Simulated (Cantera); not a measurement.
# N2O furnace oxynitridation

An isothermal, constant-pressure homogeneous reactor starts with 90.1 % N2O, 9.91 % H2O, at 1100 K and 1.00 atm.

Model: GRI-Mech 3.0 (53 species, 325 reactions), integrated in Cantera. GRI-Mech 3.0 was tuned for natural gas; its chemistry of N2O as a main component is partial and can be far from experiment. The mechanism lacks the step 2 NO + O2 → 2 NO2, which can matter for NO2 below about 1400 K. The temperature is held fixed by assumption; the heat of reaction is taken as removed at once.

```tsv
t (s)	x N2O	x H2O	x NO2	x H	x HO2
1.00e-6	0.901	0.0991	<1e-12	<1e-12	<1e-12
3.32e-6	0.901	0.0991	<1e-12	<1e-12	5.83e-12
1.10e-5	0.901	0.0991	<1e-12	1.41e-12	1.75e-10
3.67e-5	0.901	0.0991	1.16e-12	1.41e-11	3.83e-9
0.000122	0.901	0.0991	4.84e-11	5.87e-11	5.51e-8
0.000405	0.901	0.0991	4.30e-9	1.89e-10	5.55e-7
0.00135	0.901	0.0991	2.72e-7	4.08e-10	2.65e-6
0.00447	0.900	0.0991	4.55e-6	4.81e-10	3.14e-6
0.0149	0.899	0.0990	3.02e-5	4.97e-10	2.47e-6
0.0494	0.894	0.0989	0.000124	4.47e-10	1.90e-6
0.164	0.878	0.0983	0.000326	3.54e-10	1.22e-6
0.545	0.829	0.0967	0.000571	2.78e-10	6.11e-7
1.81	0.693	0.0920	0.000730	2.16e-10	2.53e-7
6.02	0.421	0.0827	0.000728	1.42e-10	9.30e-8
20.0	0.126	0.0727	0.000584	5.19e-11	3.18e-8
```
x: mole fraction; the columns are a selection and need not sum to one.

Equilibrium at this temperature and pressure: N2O 6.20e-9, H2O 0.0683, NO2 3.22e-6, H <1e-12, HO2 4.43e-9 (gas phase only).
